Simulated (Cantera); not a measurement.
# Ammonia decomposition in nitride growth gas

An isothermal, constant-pressure homogeneous reactor starts with NH₃ : N₂ = 1 : 9.3 (molar parts), at 1550 K and 0.0570 bar.

Model: the gas-phase N/H chemistry of the illustrative SiF4/NH3 mechanism in the Surface Chemkin manual (1991), integrated in Cantera. Walls and surfaces, which speed up NH3 decomposition in real reactors, are not modelled.

| t (s) | x NH₃ | x H | x N₂H₄ | x H₂ | x NH₂ | x N | x N₂ |
|---|---|---|---|---|---|---|---|
| 6.00e-6 | 0.0971 | 5.35e-10 | <1e-12 | 7.10e-11 | 6.78e-10 | <1e-12 | 0.903 |
| 2.58e-5 | 0.0971 | 1.59e-9 | <1e-12 | 1.02e-9 | 3.63e-9 | <1e-12 | 0.903 |
| 0.000111 | 0.0971 | 2.36e-9 | <1e-12 | 8.84e-9 | 2.00e-8 | <1e-12 | 0.903 |
| 0.000476 | 0.0971 | 2.39e-9 | <1e-12 | 4.58e-8 | 9.39e-8 | <1e-12 | 0.903 |
| 0.00205 | 0.0971 | 2.39e-9 | <1e-12 | 2.05e-7 | 4.11e-7 | <1e-12 | 0.903 |
| 0.00880 | 0.0971 | 2.43e-9 | 9.69e-12 | 8.93e-7 | 1.77e-6 | <1e-12 | 0.903 |
| 0.0378 | 0.0971 | 3.32e-9 | 1.81e-10 | 4.38e-6 | 7.62e-6 | 6.04e-12 | 0.903 |
| 0.162 | 0.0970 | 2.71e-8 | 3.09e-9 | 6.53e-5 | 3.14e-5 | 1.16e-10 | 0.903 |
| 0.698 | 0.0961 | 3.49e-7 | 8.02e-9 | 0.00131 | 5.07e-5 | 2.30e-9 | 0.903 |
| 3.00 | 0.0919 | 1.43e-6 | 5.51e-9 | 0.00700 | 4.20e-5 | 1.26e-8 | 0.901 |
x: mole fraction; the columns are a selection and need not sum to one.

Equilibrium at this temperature and pressure: NH₃ 1.36e-7, H 4.84e-5, N₂H₄ <1e-12, H₂ 0.133, NH₂ 1.13e-10, N <1e-12, N₂ 0.867 (gas phase only).
